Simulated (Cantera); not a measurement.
## Equilibrium for silicon epitaxy and polysilicon growth: Si2H6 + HCl + H2

A closed system holds: 1 mol Si2H6, 0.02 mol HCl, 300 mol H2, at 1.70 mbar.

Equilibrium computed with Cantera from the NASA thermochemical tables; the gas is ideal and each condensed phase is pure. Candidate condensed phases: Si; 19 gas species. The feed counts by its element totals alone. Gases not in the tables: Si2H6 and higher silanes. The numbers say what is thermodynamically allowed, not how fast it happens.

```
T (K)  log p H2  log p H  log p Si  log p HCl  log p SiH  log p SiH2  log p Si2  n Si(s)  n Si(l)
-----  --------  -------  --------  ---------  ---------  ----------  ---------  -------  -------
1425      -2.77    -6.55     -8.79      -6.95      -9.53       -9.04     -11.93     2.00        0
1450      -2.77    -6.41     -8.51      -6.95      -9.30       -8.88     -11.57     2.00        0
1475      -2.77    -6.27     -8.24      -6.95      -9.07       -8.74     -11.21     2.00        0
1500      -2.77    -6.14     -7.98      -6.95      -8.86       -8.59     -10.87     2.00        0
1525      -2.77    -6.01     -7.72      -6.95      -8.65       -8.46     -10.54     2.00        0
1550      -2.77    -5.89     -7.48      -6.95      -8.44       -8.32     -10.22     1.99        0
1575      -2.77    -5.77     -7.24      -6.95      -8.25       -8.20      -9.91     1.99        0
1600      -2.77    -5.65     -7.01      -6.95      -8.06       -8.07      -9.61     1.98        0
1625      -2.77    -5.54     -6.79      -6.95      -7.87       -7.95      -9.32     1.97        0
1650      -2.77    -5.43     -6.57      -6.95      -7.70       -7.83      -9.04     1.95        0
1675      -2.77    -5.32     -6.36      -6.95      -7.52       -7.72      -8.77     1.91        0
1700      -2.77    -5.22     -6.17      -6.95      -7.36       -7.62      -8.53        0     1.87
1725      -2.77    -5.12     -5.99      -6.95      -7.22       -7.54      -8.32        0     1.80
```
log p: log10 of the partial pressure in bar; n: condensed amount in mol.

From 1425 K to 1675 K the condensed part is Si(s). From 1700 K to 1725 K the condensed part is Si(l). The main Si-bearing gas is Si throughout.
